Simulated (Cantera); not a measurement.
Cu + O2 + CO (metals in furnace atmospheres)

A closed system holds: 1 mol Cu, 0.0071 mol O2, 0.94 mol CO, equilibrated at 0.315 Torr.

Cantera equilibrium calculation (NASA polynomials, part measured and part estimated; ideal gas, pure solids and liquids). Candidate condensed phases: C, Cu, CuO, Cu2O; 15 gas species. Equilibrium is a limit: real reactors are often held back by kinetics, nucleation or transport.

From 727 °C to 1027 °C the condensed part is Cu(s). From 1127 °C to 1427 °C the condensed part is Cu(l). The main Cu-bearing gas is Cu throughout.

```
T (°C)  log p CO  log p Cu  log p CO2  log p Cu2  log p O  n Cu(s)  n Cu(l)
------  --------  --------  ---------  ---------  -------  -------  -------
727        -3.38    -10.81      -5.20       <-15     <-15     1.00        0
827        -3.38     -9.23      -5.20     -14.32     <-15    1.000        0
927        -3.38     -7.91      -5.20     -12.46     <-15    1.000        0
1027       -3.38     -6.80      -5.20     -10.89     <-15    1.000        0
1127       -3.38     -5.87      -5.20      -9.58   -13.85        0    0.997
1227       -3.39     -5.08      -5.21      -8.49   -12.52        0    0.981
1327       -3.43     -4.40      -5.24      -7.55   -11.35        0    0.902
1427       -3.59     -3.80      -5.40      -6.72   -10.33        0    0.427
```
log p: log10 of the partial pressure in bar; n: condensed amount in mol.
